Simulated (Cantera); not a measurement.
**Adiabatic ignition**

An adiabatic, constant-volume homogeneous reactor starts with 9.49 % C2H4, 15.8 % O2, 59.5 % N2, 15.2 % H2O, equivalence ratio 1.8, at 1250 K and 9.00 bar.

Detailed kinetics in Cantera: GRI-Mech 3.0 (53 species, 325 reactions). GRI-Mech 3.0 was tuned for natural gas; its chemistry of ethylene as a main component is partial and can be far from experiment.

```tsv
t (s)	T (K)	P (bar)	x C2H4	x O2	x H2O	x CH4	x NO
6.00e-6	1250	9.00	0.0949	0.158	0.152	3.31e-10	<1e-12
1.60e-5	1250	9.00	0.0949	0.158	0.152	2.48e-9	<1e-12
4.29e-5	1250	9.00	0.0949	0.158	0.152	1.94e-8	<1e-12
0.000115	1250	9.00	0.0949	0.158	0.152	2.83e-7	<1e-12
0.000307	2835	23.1	<1e-12	0.000126	0.203	2.73e-10	0.000496
0.000820	2833	23.1	<1e-12	0.000123	0.202	2.77e-10	0.000762
0.00219	2833	23.1	<1e-12	0.000123	0.202	2.77e-10	0.000764
0.00587	2833	23.1	<1e-12	0.000123	0.202	2.77e-10	0.000764
0.0157	2833	23.1	<1e-12	0.000123	0.202	2.77e-10	0.000764
0.0420	2833	23.1	<1e-12	0.000123	0.202	2.77e-10	0.000764
0.112	2833	23.1	<1e-12	0.000123	0.202	2.77e-10	0.000764
0.300	2833	23.1	<1e-12	0.000123	0.202	2.77e-10	0.000764
```
x: mole fraction; the columns are a selection and need not sum to one.

```yaml
time_of_steepest_temperature_rise: 0.225 ms
temperature at 0.300 s: 2833 K
equilibrium_temperature: 2833 K
x(C2H4) at 0.300 s: <1e-12 (gas-phase equilibrium <1e-12)
x(O2) at 0.300 s: 0.000123 (gas-phase equilibrium 0.000123)
x(H2O) at 0.300 s: 0.202 (gas-phase equilibrium 0.202)
```
